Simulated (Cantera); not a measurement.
# Ignition delay

Mixture: 5.47 % CH4, 0.984 % C2H6, 2.13 % C3H8, 19.2 % O2, 72.2 % N2, equivalence ratio 1.3, at 1.00 bar, adiabatic and at constant pressure. Ignition delay is the time to a rise of 400 K.

Detailed kinetics in Cantera: GRI-Mech 3.0 (53 species, 325 reactions). GRI-Mech 3.0 was tuned for natural gas; its chemistry of propane as a main component is partial and can be far from experiment.

```
T0 (K)  delay (ms)
------  ----------
1298         0.957
1373         0.369
1448         0.166
1523        0.0857
1598        0.0497
1673        0.0316
1748        0.0216
```

```
Quantity                                                 Value
--------------------------------------------------  ----------
apparent activation energy between 1598 and 1748 K  130 kJ/mol
```
